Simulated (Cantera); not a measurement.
# AlN + HCl + O₂ (chemical vapour transport)

Feed: 1 mol AlN, 0.095 mol HCl, 0.36 mol O₂, equilibrated at 0.440 bar.

Equilibrium computed with Cantera from the NASA thermochemical tables; the gas is ideal and each condensed phase is pure. Candidate condensed phases: Al, AlCl₃, AlN, Al₂O₃, H₂O, NH₄Cl; 45 gas species. Mutual solubility and eutectic melting of coexisting phases are not modelled. The tables' values for AlCl₂ are old estimates; treat these amounts as uncertain. The numbers say what is thermodynamically allowed, not how fast it happens.

From 1073 K to 1723 K the condensed part is AlN(s) + Al₂O₃(s). The main Al-bearing gas is AlCl₃ throughout.

```json
[
 {"T (K)": "1073", "log p N₂": "-0.48", "log p H₂": "-1.31", "log p AlCl₃": "-1.48", "log p HCl": "-1.59", "log p AlCl₂": "-6.05", "log p AlCl": "-8.74", "log p Al₂Cl₆": "-4.38", "log p H": "-8.51", "n AlN(s)": "0.495", "n Al₂O₃(s)": "0.240"},
 {"T (K)": "1123", "log p N₂": "-0.48", "log p H₂": "-1.30", "log p AlCl₃": "-1.48", "log p HCl": "-1.59", "log p AlCl₂": "-5.59", "log p AlCl": "-7.98", "log p Al₂Cl₆": "-4.62", "log p H": "-8.02", "n AlN(s)": "0.495", "n Al₂O₃(s)": "0.240"},
 {"T (K)": "1173", "log p N₂": "-0.48", "log p H₂": "-1.30", "log p AlCl₃": "-1.48", "log p HCl": "-1.60", "log p AlCl₂": "-5.17", "log p AlCl": "-7.29", "log p Al₂Cl₆": "-4.84", "log p H": "-7.58", "n AlN(s)": "0.495", "n Al₂O₃(s)": "0.240"},
 {"T (K)": "1223", "log p N₂": "-0.48", "log p H₂": "-1.30", "log p AlCl₃": "-1.48", "log p HCl": "-1.61", "log p AlCl₂": "-4.79", "log p AlCl": "-6.66", "log p Al₂Cl₆": "-5.04", "log p H": "-7.17", "n AlN(s)": "0.495", "n Al₂O₃(s)": "0.240"},
 {"T (K)": "1273", "log p N₂": "-0.48", "log p H₂": "-1.30", "log p AlCl₃": "-1.48", "log p HCl": "-1.62", "log p AlCl₂": "-4.44", "log p AlCl": "-6.07", "log p Al₂Cl₆": "-5.22", "log p H": "-6.80", "n AlN(s)": "0.494", "n Al₂O₃(s)": "0.240"},
 {"T (K)": "1323", "log p N₂": "-0.48", "log p H₂": "-1.30", "log p AlCl₃": "-1.47", "log p HCl": "-1.62", "log p AlCl₂": "-4.12", "log p AlCl": "-5.54", "log p Al₂Cl₆": "-5.39", "log p H": "-6.45", "n AlN(s)": "0.494", "n Al₂O₃(s)": "0.240"},
 {"T (K)": "1373", "log p N₂": "-0.48", "log p H₂": "-1.30", "log p AlCl₃": "-1.47", "log p HCl": "-1.63", "log p AlCl₂": "-3.82", "log p AlCl": "-5.04", "log p Al₂Cl₆": "-5.54", "log p H": "-6.13", "n AlN(s)": "0.494", "n Al₂O₃(s)": "0.240"},
 {"T (K)": "1423", "log p N₂": "-0.48", "log p H₂": "-1.29", "log p AlCl₃": "-1.47", "log p HCl": "-1.63", "log p AlCl₂": "-3.54", "log p AlCl": "-4.58", "log p Al₂Cl₆": "-5.69", "log p H": "-5.83", "n AlN(s)": "0.494", "n Al₂O₃(s)": "0.240"},
 {"T (K)": "1473", "log p N₂": "-0.48", "log p H₂": "-1.29", "log p AlCl₃": "-1.47", "log p HCl": "-1.64", "log p AlCl₂": "-3.28", "log p AlCl": "-4.15", "log p Al₂Cl₆": "-5.82", "log p H": "-5.54", "n AlN(s)": "0.494", "n Al₂O₃(s)": "0.240"},
 {"T (K)": "1523", "log p N₂": "-0.48", "log p H₂": "-1.29", "log p AlCl₃": "-1.48", "log p HCl": "-1.64", "log p AlCl₂": "-3.04", "log p AlCl": "-3.75", "log p Al₂Cl₆": "-5.95", "log p H": "-5.28", "n AlN(s)": "0.494", "n Al₂O₃(s)": "0.240"},
 {"T (K)": "1573", "log p N₂": "-0.48", "log p H₂": "-1.29", "log p AlCl₃": "-1.48", "log p HCl": "-1.65", "log p AlCl₂": "-2.82", "log p AlCl": "-3.38", "log p Al₂Cl₆": "-6.08", "log p H": "-5.04", "n AlN(s)": "0.493", "n Al₂O₃(s)": "0.240"},
 {"T (K)": "1623", "log p N₂": "-0.48", "log p H₂": "-1.29", "log p AlCl₃": "-1.49", "log p HCl": "-1.66", "log p AlCl₂": "-2.61", "log p AlCl": "-3.03", "log p Al₂Cl₆": "-6.21", "log p H": "-4.81", "n AlN(s)": "0.493", "n Al₂O₃(s)": "0.240"},
 {"T (K)": "1673", "log p N₂": "-0.48", "log p H₂": "-1.29", "log p AlCl₃": "-1.51", "log p HCl": "-1.67", "log p AlCl₂": "-2.43", "log p AlCl": "-2.71", "log p Al₂Cl₆": "-6.34", "log p H": "-4.59", "n AlN(s)": "0.492", "n Al₂O₃(s)": "0.240"},
 {"T (K)": "1723", "log p N₂": "-0.48", "log p H₂": "-1.29", "log p AlCl₃": "-1.54", "log p HCl": "-1.68", "log p AlCl₂": "-2.26", "log p AlCl": "-2.41", "log p Al₂Cl₆": "-6.49", "log p H": "-4.39", "n AlN(s)": "0.490", "n Al₂O₃(s)": "0.240"}
]
```
log p: log10 of the partial pressure in bar; n: condensed amount in mol.
